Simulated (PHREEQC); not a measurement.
## Metal-bearing waste water (model solution)

Consider water at 25 °C with 21 mmol/kgw ZnSO4, 0.73 mmol/kgw ZnCl2, 3.1 mmol/kgw HCl and 36 mmol/kgw Na2SO4. Closed to the air; pH follows from the charge balance.

The numbers come from PHREEQC with the ion-association model, phreeqc.dat.

No solid was allowed to form.

Problem. Estimate the pH.

Solution. pH 2.95.

Problem. In which forms is S present?

Solution. SO4-2 64 %, ZnSO4 16 %, Zn(SO4)2-2 9.7 %, NaSO4- 7.3 %, HSO4- 3.0 % of the S.

Complexes and solids missing from the database can't appear.
